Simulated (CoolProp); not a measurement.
Values from CoolProp's reference Helmholtz-energy equation of state, Polt 1992. This equation is an older, rougher fit; its heat capacities, sound speeds and derivatives of the liquid may be far off and weren't checked against measurements.

Q: Give the vapour pressure (MPa), vapour density (kg/m³), surface tension (mN/m) of saturated cyclopropane at 82.65 °C.

A: 
```
T (°C)  p (MPa)  vapour density (kg/m³)  surface tension (mN/m)
------  -------  ----------------------  ----------------------
82.65      2.66                    55.2                    3.60
```

Surface tension comes from a separate correlation (Mulero 2014).
